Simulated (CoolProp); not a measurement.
A Linde-Hampson liquefier for ethylene: isothermal reversible compression at 320 K from 1 atm to 30 MPa, throttling to 1 atm, return gas leaving the recuperator 2 K below the feed. Each further row changes one setting.

Values from CoolProp's reference Helmholtz-energy equation of state, Smukala 2000.

```json
[
 {"case": "as stated", "liquid yield per pass": "0.426", "compression work (kJ/kg of gas)": "444"},
 {"case": "high pressure 60 MPa", "liquid yield per pass": "0.407", "compression work (kJ/kg of gas)": "513"},
 {"case": "warm-end temperature 350 K", "liquid yield per pass": "0.354", "compression work (kJ/kg of gas)": "512"},
 {"case": "warm-end gap 7 K", "liquid yield per pass": "0.420", "compression work (kJ/kg of gas)": "444"}
]
```
